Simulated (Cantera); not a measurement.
An isothermal, constant-pressure homogeneous reactor starts with C₂H₆ : N₂ = 1 : 9.5 (molar parts), at 1375 K and 70.5 Torr. Integrator tolerance rtol = 1e-08.

Detailed kinetics in Cantera: GRI-Mech 3.0 (53 species, 325 reactions). GRI-Mech 3.0 stops at C3 and has no aromatics, soot or wall deposition, so with more carbon than oxygen in the feed, carbon stays in small species such as C2H2 where larger ones or solid carbon would form.

**Question.** What does this change do: N2 9.5 to 20 parts?

**Answer.** 
| quantity | before | after |
|---|---|---|
| x(C₂H₆) at 50.0 s | 1.84e-6 (gas-phase equilibrium 2.26e-7) | 8.64e-7 (gas-phase equilibrium 2.90e-8) |
| x(C₂H₂) at 50.0 s | 0.0710 (gas-phase equilibrium 0.0402) | 0.0389 (gas-phase equilibrium 0.0167) |
| x(C₂H) at 50.0 s | 1.30e-9 (gas-phase equilibrium 9.31e-10) | 9.71e-10 (gas-phase equilibrium 5.21e-10) |
| x(CH₃) at 50.0 s | 8.66e-6 (gas-phase equilibrium 2.40e-6) | 5.84e-6 (gas-phase equilibrium 8.58e-7) |
| x(CH₄) at 50.0 s | 0.0192 (gas-phase equilibrium 0.00419) | 0.00948 (gas-phase equilibrium 0.00112) |

**Question.** What does this change do: C2H6 1 to 0.75 parts?

**Answer.** 
```json
[
 {"quantity": "x(C₂H₆) at 50.0 s", "before": "1.84e-6 (gas-phase equilibrium 2.26e-7)", "after": "1.38e-6 (gas-phase equilibrium 1.07e-7)"},
 {"quantity": "x(C₂H₂) at 50.0 s", "before": "0.0710 (gas-phase equilibrium 0.0402)", "after": "0.0568 (gas-phase equilibrium 0.0293)"},
 {"quantity": "x(C₂H) at 50.0 s", "before": "1.30e-9 (gas-phase equilibrium 9.31e-10)", "after": "1.16e-9 (gas-phase equilibrium 7.56e-10)"},
 {"quantity": "x(CH₃) at 50.0 s", "before": "8.66e-6 (gas-phase equilibrium 2.40e-6)", "after": "7.46e-6 (gas-phase equilibrium 1.65e-6)"},
 {"quantity": "x(CH₄) at 50.0 s", "before": "0.0192 (gas-phase equilibrium 0.00419)", "after": "0.0148 (gas-phase equilibrium 0.00258)"}
]
```
